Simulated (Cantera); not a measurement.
# Dilute partial oxidation

An isothermal, constant-pressure homogeneous reactor starts with 2.62 % CH₃OH, 0.320 % O₂, 97.1 % N₂, at 948 K and 160000 Pa.

Computed with Cantera and GRI-Mech 3.0 (53 species, 325 reactions). GRI-Mech 3.0 was tuned for natural gas; its chemistry of methanol as a main component is partial and can be far from experiment. Below about 1000 K GRI-Mech 3.0 lacks low-temperature oxidation paths.

| t (s) | x CH₃OH | x O₂ | x CH₂ | x C₂H₂ | x HCN | x HCO | x HO₂ |
|---|---|---|---|---|---|---|---|
| 2.00e-5 | 0.0262 | 0.00320 | <1e-12 | <1e-12 | <1e-12 | <1e-12 | 2.78e-12 |
| 5.64e-5 | 0.0262 | 0.00320 | <1e-12 | <1e-12 | <1e-12 | <1e-12 | 9.56e-12 |
| 0.000159 | 0.0262 | 0.00320 | <1e-12 | <1e-12 | <1e-12 | <1e-12 | 2.98e-11 |
| 0.000448 | 0.0262 | 0.00320 | <1e-12 | <1e-12 | <1e-12 | <1e-12 | 9.25e-11 |
| 0.00126 | 0.0262 | 0.00320 | <1e-12 | <1e-12 | <1e-12 | <1e-12 | 2.85e-10 |
| 0.00356 | 0.0262 | 0.00320 | <1e-12 | <1e-12 | <1e-12 | <1e-12 | 8.39e-10 |
| 0.0100 | 0.0262 | 0.00320 | <1e-12 | <1e-12 | <1e-12 | <1e-12 | 2.40e-9 |
| 0.0283 | 0.0262 | 0.00320 | <1e-12 | <1e-12 | <1e-12 | <1e-12 | 6.80e-9 |
| 0.0797 | 0.0262 | 0.00320 | <1e-12 | <1e-12 | <1e-12 | <1e-12 | 1.91e-8 |
| 0.225 | 0.0262 | 0.00320 | <1e-12 | <1e-12 | <1e-12 | <1e-12 | 5.25e-8 |
| 0.634 | 0.0262 | 0.00320 | <1e-12 | <1e-12 | <1e-12 | <1e-12 | 1.42e-7 |
| 1.79 | 0.0262 | 0.00320 | <1e-12 | <1e-12 | <1e-12 | 1.52e-12 | 7.40e-7 |
| 5.03 | 0.000519 | 4.40e-11 | <1e-12 | 1.76e-8 | 2.67e-10 | 1.62e-10 | <1e-12 |
| 14.2 | 0.000219 | 1.35e-12 | <1e-12 | 1.97e-8 | 2.67e-10 | 6.79e-11 | <1e-12 |
| 40.0 | 2.48e-5 | <1e-12 | <1e-12 | 2.56e-8 | 2.67e-10 | 8.92e-12 | <1e-12 |
x: mole fraction; the columns are a selection and need not sum to one.

Equilibrium at this temperature and pressure: CH₃OH 6.64e-12, O₂ <1e-12, CH₂ <1e-12, C₂H₂ 2.38e-12, HCN 3.40e-7, HCO <1e-12, HO₂ <1e-12 (gas phase only).
